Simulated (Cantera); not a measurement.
Input: 1 mol SiH₂Cl₂, 2.2 mol NH₃, 0.11 mol H₂, at 0.100 bar.

Cantera equilibrium calculation (NASA polynomials, part measured and part estimated; ideal gas, pure solids and liquids). Candidate condensed phases: NH₄Cl, Si, Si₃N₄; 28 gas species. Equilibrium is a limit: real reactors are often held back by kinetics, nucleation or transport. All values below are at 748 K.

Base state: H₂ 0.638, HCl 0.245, N₂ 0.0914, SiCl₄ 0.0250, NH₃ 8.06e-5, SiHCl₃ 2.86e-5 (mole fractions); condensed: Si₃N₄(s).

What changes in the equilibrium state with this change: SiH₂Cl₂ replaced by SiCl₄?


```csv
species,before,after
H₂,0.638,0.447
HCl,0.245,0.311
N₂,0.0914,0.143
SiCl₄,0.0250,0.0989
SiHCl₃,2.86e-5,6.23e-5
NH₃,8.06e-5,5.90e-5
"Si₃N₄(s), mol",0.285,0.147
```
